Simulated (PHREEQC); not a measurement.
Dissolve 0.29 mol ZnSO4 per kg of water at 30 °C. Closed to the air; pH follows from the charge balance.

The numbers come from PHREEQC with the ion-association model, wateq4f.dat.

No solid was allowed to form.

Q: Estimate the pH.

A: pH 5.38.

Q: In which forms is S present?

A: ZnSO4 37 %, Zn(SO4)2-2 36 %, SO4-2 27 % of the S.

Complexes and solids missing from the database can't appear.
